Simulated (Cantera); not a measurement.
An adiabatic, constant-pressure homogeneous reactor starts with 6.76 % CO, 3.45 % H₂, 2.50 % CH₄, 18.4 % O₂, 68.9 % N₂, equivalence ratio 0.55, at 1198 K and 5.00 bar.

Model: GRI-Mech 3.0 (53 species, 325 reactions), integrated in Cantera.

One state of this run: T (K) = 2398; x CO = 0.00312; x H₂ = 0.000481; x CH₄ = <1e-12; x CO₂ = 0.0941; x N₂O = 1.35e-6. x: mole fraction; the columns are a selection and need not sum to one.

Which value of t (s) does it belong to?
A. 0.000159
B. 2.00e-6
C. 8.60e-6
D. 0.233

D, 0.233
